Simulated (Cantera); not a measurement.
Charge: 1 mol CCl₄, 1 mol CH₄, 0.021 mol HCl, equilibrated at 0.720 bar.

Method: chemical equilibrium by Gibbs-energy minimisation in Cantera with the NASA 1993 tables (ideal gas, pure condensed phases). Candidate condensed phases: C, C₆H₆, C₇H₈, C₈H₁₈; 91 gas species. The tables' values for CCl are old estimates; treat these amounts as uncertain. The numbers say what is thermodynamically allowed, not how fast it happens.

log p: log10 of the partial pressure in bar; n: condensed amount in mol.

```
T (°C)  log p HCl  log p Cl  log p H₂     log p H  log p C₂H₂ (acetylene)  n C(graphite)
------  ---------  --------  --------  ----------  ----------------------  -------------
2202        -0.20     -1.22     -1.55       -2.42                   -3.56           2.00
2252        -0.21     -1.17     -1.50       -2.30                   -3.42           1.99
2302        -0.22     -1.11     -1.45       -2.19                   -3.28           1.99
2352        -0.23     -1.06     -1.41       -2.08                   -3.15           1.99
2402        -0.25     -1.01     -1.37       -1.97                   -3.03           1.99
2452        -0.26     -0.96     -1.33       -1.87                   -2.92           1.98
2502        -0.28     -0.92     -1.29  (withheld)              (withheld)           1.98
2552        -0.29     -0.87     -1.26       -1.68                   -2.70           1.97
2602        -0.31     -0.83     -1.23       -1.59                   -2.61           1.96
2652        -0.33     -0.80     -1.21  (withheld)              (withheld)           1.95
2702        -0.36     -0.76     -1.19       -1.43                   -2.43           1.93
```

Task: What belongs in the gaps?

Result: 
- 2502, log p H: -1.77
- 2502, log p C₂H₂ (acetylene): -2.81
- 2652, log p H: -1.51
- 2652, log p C₂H₂ (acetylene): -2.51
